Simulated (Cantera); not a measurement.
A freely propagating, adiabatic, planar premixed flame of H2 : O2 : N2 = 1 : 0.562 : 2.11 (molar parts), equivalence ratio 0.89, unburnt at 575 K and 43000 Pa; mixture-averaged transport, grid criteria slope 0.08 and curve 0.16, no radiation.

Model: the H2/O2 subset of GRI-Mech 3.0, which has no nitrogen chemistry, integrated in Cantera. Burning velocities carry a grid error of a few per cent, more on coarse grids.

x: mole fraction of selected species; z is measured from the peak of heat release.

```json
[
 {"z (mm)": "-4.15", "T (K)": "575", "u (m/s)": "5.96", "x H2": "0.272", "x O2": "0.153", "x H": "<1e-8", "x OH": "<1e-8", "x H2O": "<1e-8", "x H2O2": "<1e-8"},
 {"z (mm)": "-2.77", "T (K)": "575", "u (m/s)": "5.96", "x H2": "0.272", "x O2": "0.153", "x H": "<1e-8", "x OH": "<1e-8", "x H2O": "<1e-8", "x H2O2": "<1e-8"},
 {"z (mm)": "-2.07", "T (K)": "575", "u (m/s)": "5.96", "x H2": "0.272", "x O2": "0.153", "x H": "<1e-8", "x OH": "<1e-8", "x H2O": "<1e-8", "x H2O2": "<1e-8"},
 {"z (mm)": "-1.38", "T (K)": "575", "u (m/s)": "5.96", "x H2": "0.272", "x O2": "0.153", "x H": "1.81e-8", "x OH": "<1e-8", "x H2O": "2.25e-8", "x H2O2": "<1e-8"},
 {"z (mm)": "-0.692", "T (K)": "582", "u (m/s)": "6.02", "x H2": "0.270", "x O2": "0.153", "x H": "0.000102", "x OH": "2.38e-5", "x H2O": "0.000302", "x H2O2": "1.44e-6"},
 {"z (mm)": "-0.346", "T (K)": "[?]", "u (m/s)": "7.47", "x H2": "0.245", "x O2": "0.150", "x H": "0.00520", "x OH": "0.000561", "x H2O": "0.0132", "x H2O2": "6.96e-6"},
 {"z (mm)": "0", "T (K)": "[?]", "u (m/s)": "11.3", "x H2": "0.136", "x O2": "0.111", "x H": "0.0407", "x OH": "0.00336", "x H2O": "0.0989", "x H2O2": "2.63e-6"},
 {"z (mm)": "0.346", "T (K)": "[?]", "u (m/s)": "14.2", "x H2": "0.0492", "x O2": "0.0539", "x H": "0.0614", "x OH": "0.00970", "x H2O": "0.197", "x H2O2": "2.18e-6"},
 {"z (mm)": "0.692", "T (K)": "[?]", "u (m/s)": "15.5", "x H2": "0.0384", "x O2": "0.0427", "x H": "0.0548", "x OH": "0.0128", "x H2O": "0.217", "x H2O2": "1.33e-6"},
 {"z (mm)": "1.38", "T (K)": "[?]", "u (m/s)": "16.8", "x H2": "0.0372", "x O2": "0.0385", "x H": "0.0425", "x OH": "0.0156", "x H2O": "0.227", "x H2O2": "6.99e-7"},
 {"z (mm)": "2.77", "T (K)": "1921", "u (m/s)": "18.1", "x H2": "0.0347", "x O2": "0.0347", "x H": "0.0300", "x OH": "0.0177", "x H2O": "0.239", "x H2O2": "3.66e-7"},
 {"z (mm)": "5.53", "T (K)": "2076", "u (m/s)": "19.3", "x H2": "0.0301", "x O2": "0.0310", "x H": "0.0194", "x OH": "0.0186", "x H2O": "0.252", "x H2O2": "2.17e-7"},
 {"z (mm)": "11.1", "T (K)": "2216", "u (m/s)": "20.4", "x H2": "0.0240", "x O2": "0.0275", "x H": "0.0112", "x OH": "0.0178", "x H2O": "0.267", "x H2O2": "1.53e-7"}
]
```

Q: Complete the blanks.

A: 
- -0.346, T (K): 734
- 0, T (K): 1154
- 0.346, T (K): 1465
- 0.692, T (K): 1607
- 1.38, T (K): 1759
